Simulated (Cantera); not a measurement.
What does this Cantera script print?

```python
import numpy as np
import cantera as ct

gas_names = [...]  # 136 gases of nasa_gas.yaml made of C, H, N, O
cond_names = """
    C(gr) C6H6(L) C7H8(L) C8H18(L),n-octa H2O(s) H2O(L)
""".split()


# ... load() reads the species with a 1 bar reference pressure and builds the phases ...
atoms = {
    'n-butane': {'C': 4, 'H': 10},
    'H2O': {'H': 2, 'O': 1},
    'N2': {'N': 2},
}
top_T = {'C(gr)': 4500}  # K; cautious upper limits of use, not melting points


# ... equilibrate(T, P, feed) seeds the gas with the atoms and calls Mixture.equilibrate('TP', solver="vcs", rtol=1e-11, max_steps=5000) ...
results = []
T = 2675  # K
P = 11  # Pa
for m in [0.86, 0.98, 1.1, 1.3, 1.4, 1.6, 1.9, 2.1, 2.4, 2.8, 3.1, 3.6]:
    feed = {'n-butane': 1, 'H2O': 0.73, 'N2': m}  # mol
    mix = equilibrate(T, P, feed)
    results.append((T, P, feed, dict(zip(mix.species_names, mix.species_moles))))

top = {s: max(r[3][s] / sum(r[3][g] for g in gas_names) for r in results) for s in gas_names}
cols = sorted((s for s in top if top[s] > 1e-05), key=lambda s: -top[s])[:9]
seen = [c for c in cond_names if any(r[3].get(c, 0) > 1e-12 for r in results)]
print("log10 of partial pressures in bar; condensed amounts in mol")
print(f"{'n(N2)':>10s}" + "".join(f"{s[:9]:>10s}" for s in cols + seen))
for T, P, feed, n in results:
    ng = sum(n[g] for g in gas_names)
    print(f"{feed['N2']:10.4g}" + "".join(f"{np.log10(max(n[s] / ng * P / 1e5, 1e-99)):10.3f}" for s in cols)
          + "".join(f"{n.get(c, 0):10.4g}" for c in seen))
```

Output:

```
log10 of partial pressures in bar; condensed amounts in mol
     n(N2)         H        N2        C3        CO        H2        CN         C       HCN        C2     C(gr)
      0.86    -4.070    -5.214    -5.201    -5.235    -5.566    -6.004    -5.803    -6.363    -6.222    0.2757
      0.98    -4.074    -5.159    -5.201    -5.239    -5.575    -5.977    -5.803    -6.339    -6.222     0.235
       1.1    -4.078    -5.110    -5.201    -5.244    -5.583    -5.952    -5.803    -6.319    -6.222    0.1951
       1.3    -4.085    -5.041    -5.201    -5.251    -5.596    -5.918    -5.803    -6.291    -6.222    0.1299
       1.4    -4.088    -5.011    -5.201    -5.254    -5.603    -5.903    -5.803    -6.279    -6.222   0.09785
       1.6    -4.095    -4.957    -5.201    -5.261    -5.616    -5.876    -5.803    -6.259    -6.222   0.03464
       1.9    -4.104    -4.889    -5.209    -5.270    -5.634    -5.844    -5.806    -6.237    -6.227         0
       2.1    -4.110    -4.849    -5.217    -5.276    -5.646    -5.828    -5.808    -6.226    -6.233         0
       2.4    -4.118    -4.798    -5.230    -5.285    -5.662    -5.806    -5.812    -6.212    -6.241         0
       2.8    -4.129    -4.740    -5.245    -5.296    -5.684    -5.782    -5.818    -6.199    -6.252         0
       3.1    -4.137    -4.702    -5.257    -5.304    -5.700    -5.767    -5.822    -6.193    -6.259         0
       3.6    -4.150    -4.649    -5.275    -5.318    -5.726    -5.747    -5.828    -6.185    -6.271         0
```

Equilibrium computed with Cantera from the NASA thermochemical tables; the gas is ideal and each condensed phase is pure.
